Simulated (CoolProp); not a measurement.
A simple Rankine cycle with cyclopropane: condensing at 315.15 K, boiler at 4.24 MPa, turbine inlet 472 K, turbine efficiency 0.8, pump efficiency 0.8, no recuperator. Each further row changes one setting.

Model: reference Helmholtz-energy equation of state, Polt 1992, in CoolProp. This equation is an older, rougher fit; its heat capacities, sound speeds and derivatives of the liquid may be far off and weren't checked against measurements.

```json
[
 {"case": "as stated", "thermal efficiency (%)": "___", "net work (kJ/kg)": "75.6", "heat in (kJ/kg)": "640", "turbine exit temperature (K)": "___", "volume ratio over the turbine": "___"},
 {"case": "condensing temperature 307.15 K", "thermal efficiency (%)": "13.2", "net work (kJ/kg)": "87.0", "heat in (kJ/kg)": "658", "turbine exit temperature (K)": "408.7", "volume ratio over the turbine": "4.54"},
 {"case": "boiler pressure 2.97 MPa", "thermal efficiency (%)": "___", "net work (kJ/kg)": "59.6", "heat in (kJ/kg)": "658", "turbine exit temperature (K)": "432.9", "volume ratio over the turbine": "2.60"},
 {"case": "turbine efficiency 0.7", "thermal efficiency (%)": "10.2", "net work (kJ/kg)": "65.3", "heat in (kJ/kg)": "640", "turbine exit temperature (K)": "421.3", "volume ratio over the turbine": "3.82"}
]
```

Question: What belongs in the gaps?

Answer: 
- as stated, thermal efficiency (%): 11.8
- as stated, turbine exit temperature (K): 416.2
- as stated, volume ratio over the turbine: 3.76
- boiler pressure 2.97 MPa, thermal efficiency (%): 9.1
